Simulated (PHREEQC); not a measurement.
A solution holds 0.0023 mol/kgw Cu(NO3)2, 0.0012 mol/kgw HBF4 and 0.0043 mol/kgw H3BO3, at 10 °C. Closed to the air; pH follows from the charge balance.

All values are PHREEQC results (ion-association model, wateq4f.dat), not measurements.

```tsv
quantity	before	after
pH	2.84	3.47
ionic strength (mol/kgw)	0.00843	0.00104
H3BO3 (mol/kgw)	0.00466	0.000549
CuOH+ (mol/kgw)	1.21e-8	6.13e-9
H2BO3- (mol/kgw)	1.54e-9	7.29e-10
Cu(OH)2 (mol/kgw)	1.60e-11	3.66e-11
SI of Tenorite (CuO)	-5.33	-4.97
SI of Cu(OH)2 (Cu(OH)2)	-6.35	-5.99
```

Question: Which change was made?
(A) HBF4 left out
(B) temperature from 10 to 75 °C
(C) diluted 10-fold with water
(D) H3BO3 from 0.0043 to 0.0086 mol/kgw

Answer: C, diluted 10-fold with water

Precipitation was switched off in this run. Constants without temperature data keep their 25 °C values here. Real BF4- forms and hydrolyses slowly; the run takes it at equilibrium.
